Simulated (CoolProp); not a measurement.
Vapour pressure (bar) of ethylbenzene: the reference equation beside estimates from Tc = 344.0 °C, pc = 36.22 bar, ω = 0.304. Clausius-Clapeyron is anchored at 188.25 °C with a constant enthalpy of vaporisation of 31.88 kJ/mol.

Values from CoolProp's reference Helmholtz-energy equation of state, Zhou 2012.

| T (°C) | reference | Lee-Kesler | Clausius-Clapeyron | van der Waals | Soave-Redlich-Kwong | Peng-Robinson |
|---|---|---|---|---|---|---|
| 150.75 | 1.476 | 1.476 | 1.641 | 6.590 | 1.475 | 1.475 |
| 163.25 | [?] | [?] | 2.126 | 7.647 | 1.996 | 1.988 |
| 175.75 | 2.632 | 2.650 | 2.716 | 8.808 | 2.648 | 2.630 |
| 188.25 | 3.423 | 3.453 | 3.423 | 10.08 | 3.454 | 3.422 |
| 200.75 | 4.382 | 4.428 | 4.262 | 11.46 | 4.435 | 4.386 |
| 213.15 | 5.521 | 5.584 | 5.238 | 12.95 | 5.604 | 5.535 |
| 225.65 | 6.881 | 6.964 | 6.382 | 14.56 | [?] | 6.911 |
| 238.15 | 8.478 | 8.582 | 7.702 | 16.30 | 8.648 | 8.531 |

Some entries are withheld; supply them.


- 163.25, reference: 1.990
- 163.25, Lee-Kesler: 1.997
- 225.65, Soave-Redlich-Kwong: 7.003

Absolute difference from the reference over all 8 rows, mean and median: Lee-Kesler 0.8 and 1.0 %, Clausius-Clapeyron 5.7 and 6.0 %, van der Waals 195.0 and 178.0 %, Soave-Redlich-Kwong 1.0 and 1.1 %, Peng-Robinson 0.2 and 0.1 %.
